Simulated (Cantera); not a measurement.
A diamond (100) surface in a fixed gas of H2 with x(CH4) = 0.012, x(CH3) = 0.00016, at 975 K, 0.0230 bar; coverages are run to steady state.

Cantera simulation using the Harris–Goodwin 1993 mechanism for the reconstructed diamond (100) surface; the numbers are that mechanism's predictions, not measurements.

θ: site fractions in the mechanism's names (c6HH fully hydrogenated, c6H* and c6*H radical sites, c6** diradical, c6HM methylated).

```
x(H)     growth (µm/h)  θ c6HH  θ c6H*  θ c6*H   θ c6**   θ c6HM
-------  -------------  ------  ------  ------  -------  -------
0.0001           0.328   0.492  0.0114   0.252      ___    0.180
0.00022          0.607   0.505  0.0124   0.274      ___    0.153
0.00047          0.941   0.534  0.0135   0.298      ___    0.111
0.001             1.25   0.565  0.0146   0.320      ___   0.0697
0.0022            1.48   0.590  0.0153   0.337  0.00741   0.0375
0.0048            1.61   0.605  0.0158   0.346  0.00781   0.0188
0.01              1.68   0.612  0.0160   0.351  0.00801  0.00937
0.023             1.71   0.616  0.0162   0.354  0.00813  0.00417
0.049             1.73   0.618  0.0164   0.355  0.00819  0.00197
```

Q: Some entries are withheld; supply them.

A: 
- 0.0001, θ c6**: 0.00287
- 0.00022, θ c6**: 0.00430
- 0.00047, θ c6**: 0.00563
- 0.001, θ c6**: 0.00669
